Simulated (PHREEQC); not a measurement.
Solution (20 °C): 14 mmol/kgw CuSO4, 2.7 mmol/kgw H2SO4 and 4.8 mmol/kgw FeCl3. Closed to the air; pH follows from the charge balance.

All values are PHREEQC results (ion-association model, phreeqc.dat), not measurements.

Each row changes one thing in this solution. This is a speciation only: nothing precipitates in the calculation.

```
case                                   pH  ionic strength (mol/kgw)  SO4-2 (mol/kgw)  FeSO4+ (mol/kgw)  HSO4- (mol/kgw)  Fe+3 (mol/kgw)  SI of Goethite (FeOOH)  SI of Hematite (Fe2O3)
-----------------------------------  ----  ------------------------  ---------------  ----------------  ---------------  --------------  ----------------------  ----------------------
as made                              2.44                    0.0504          0.00754           0.00374          0.00136        0.000371                   +4.09                  +10.16
diluted 5-fold with water            2.94                    0.0124          0.00217          0.000558         0.000155         8.83e-5                     ___                  +12.41
CuSO4 left out                       2.26                    0.0222              ___               ___         0.000176         0.00157                   +4.32                  +10.63
CuSO4 from 0.014 to 0.0126 mol/kgw    ___                    0.0473          0.00680           0.00372          0.00127        0.000394                   +4.09                  +10.16
0.00072 mol/kgw KCl added            2.44                    0.0512          0.00756           0.00373          0.00136        0.000374                   +4.09                  +10.16
temperature from 20 to 35 °C         2.45                    0.0496          0.00726           0.00359          0.00175        0.000277                   +4.51                  +11.08
CuSO4 from 0.014 to 0.07 mol/kgw     2.66                     0.164           0.0350           0.00353          0.00282        0.000169                   +4.18                  +10.34
diluted 100-fold with water          3.90                  0.000784         0.000161           5.33e-7          1.63e-6             ___                   +6.08                  +14.14
FeCl3 from 0.0048 to 0.0096 mol/kgw  2.38                    0.0621          0.00547           0.00689          0.00109         0.00108                   +4.32                  +10.63
```

Problem. What belongs in the gaps?

Solution. 
- diluted 5-fold with water, SI of Goethite (FeOOH): +5.21
- CuSO4 left out, SO4-2 (mol/kgw): 0.000557
- CuSO4 left out, FeSO4+ (mol/kgw): 0.00190
- CuSO4 from 0.014 to 0.0126 mol/kgw, pH: 2.43
- diluted 100-fold with water, Fe+3 (mol/kgw): 4.85e-7

Some of these states are supersaturated (in Hematite (slow to form), Goethite (slow to form), Jarosite-K, for instance).
